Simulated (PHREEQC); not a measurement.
Make-up at 25 °C: 0.0049 mol/kgw CdSO4, 0.031 mol/kgw KCl and 0.00052 mol/kgw HCl. Closed to the air; pH follows from the charge balance.

Model: ion-association model, phreeqc.dat, run in PHREEQC.

Each row changes one thing in this solution. No solid was allowed to form.

| case | pH | ionic strength (mol/kgw) | Cl- (mol/kgw) |
|---|---|---|---|
| as made | 3.42 | 0.0429 | 0.0288 |
| diluted 10-fold with water | 4.33 | 0.00482 | 0.00307 |
| CdSO4 left out | 3.34 | 0.0315 | 0.0315 |
| HCl from 0.00052 to 0.0026 mol/kgw | 2.72 | 0.0444 | 0.0307 |
| CdSO4 from 0.0049 to 0.0098 mol/kgw | [?] | 0.0532 | 0.0267 |
| diluted 100-fold with water | [?] | 0.000506 | 0.000314 |
| KCl left out | 3.41 | 0.0143 | 0.000432 |

Problem. What belongs in the gaps?

Solution. 
- CdSO4 from 0.0049 to 0.0098 mol/kgw, pH: 3.48
- diluted 100-fold with water, pH: 5.30
